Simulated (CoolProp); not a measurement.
Ethane at 551.05 K and 5.79 MPa is throttled through a valve to 3.52 MPa with no heat exchange. Each further row changes one setting.

Computed with CoolProp (reference Helmholtz-energy equation of state, Bücker 2006).

```csv
case,temperature change (K),final density (kg/m³)
as stated,-4.7,24.0
outlet pressure 1.06 MPa,-10.0,7.15
outlet pressure 4.58 MPa,-2.4,31.3
```
